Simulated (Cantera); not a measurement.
Ignition delay

Mixture: 8.55 % CH4, 0.787 % H2, 19.1 % O2, 71.6 % N2, at 413 Torr, adiabatic and at constant pressure. Ignition delay is the time to a rise of 400 K.

Model: GRI-Mech 3.0 (53 species, 325 reactions), integrated in Cantera.

```json
[
 {"T0 (K)": "1198", "delay (ms)": "28.2"},
 {"T0 (K)": "1298", "delay (ms)": "8.57"},
 {"T0 (K)": "1398", "delay (ms)": "2.96"},
 {"T0 (K)": "1498", "delay (ms)": "1.19"},
 {"T0 (K)": "1598", "delay (ms)": "0.555"},
 {"T0 (K)": "1698", "delay (ms)": "0.288"},
 {"T0 (K)": "1798", "delay (ms)": "0.162"},
 {"T0 (K)": "1898", "delay (ms)": "0.0972"}
]
```

The apparent activation energy between 1698 and 1898 K comes out as 150 kJ/mol.
